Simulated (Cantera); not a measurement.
Input: 1 mol Al, 0.036 mol CO2, 15 mol N2, at 10.0 mbar.

These are equilibrium values from Cantera (NASA tables, ideal gas, pure condensed phases), not measurements of a reactor. Candidate condensed phases: Al, AlN, Al2O3, C; 32 gas species. Mutual solubility and eutectic melting of coexisting phases are not modelled. Equilibrium is a limit: real reactors are often held back by kinetics, nucleation or transport. All values below are at 1425 K.

Base state: N2 0.998, CO 0.00247 (mole fractions); condensed: AlN(s) + Al2O3(s).

**Question.** What changes in the equilibrium state with this change: CO2 from 0.036 to 0.011 mol?

**Answer.** 
| species | before | after |
|---|---|---|
| N2 | 0.998 | 0.999 |
| CO | 0.00247 | 0.000758 |
| AlN(s), mol | 0.976 | 0.993 |
| Al2O3(s), mol | 0.0120 | 0.00367 |
